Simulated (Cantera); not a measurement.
An isothermal, constant-pressure homogeneous reactor starts with 4.20 % CH₄, 95.5 % H₂, 0.315 % N₂, at 1750 K and 0.0296 atm.

Cantera simulation using GRI-Mech 3.0 (53 species, 325 reactions); the numbers are that mechanism's predictions, not measurements. GRI-Mech 3.0 stops at C3 and has no aromatics, soot or wall deposition, so with more carbon than oxygen in the feed, carbon stays in small species such as C2H2 where larger ones or solid carbon would form. Radical loss at walls, strong at low pressure, is not modelled.

One state of this run: x CH₄ = 0.0276; x H₂ = 0.961; x C₂H = 5.29e-8; x C₂H₂ = 0.00653; x HCN = 1.88e-9. x: mole fraction; the columns are a selection and need not sum to one.

Task: Which value of t (s) does it belong to?
A. 0.00413
B. 0.115
C. 90.0
D. 17.0

Result: B, 0.115
